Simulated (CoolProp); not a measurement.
Vapour-liquid equilibrium of n-octane (1) + m-xylene (2) at 359.9 K; x and y are mole fractions of (1).

Model: multi-fluid Helmholtz-energy mixture model, Beckmüller 2019 and Zhou 2012; pair parameters Bell 2016, in CoolProp.

Problem. Give the bubble pressure and the first vapour's composition at x = 0.05, 0.45, 0.75. Is there an azeotrope?

Solution. x = 0.05: 20.18 kPa, y = 0.081; x = 0.45: 24.84 kPa, y = 0.557; x = 0.75: 27.72 kPa, y = 0.812. No azeotrope shows between x = 0.05 and 0.95.

The pair parameters rest on a limited set of measurements; away from them the model extrapolates.
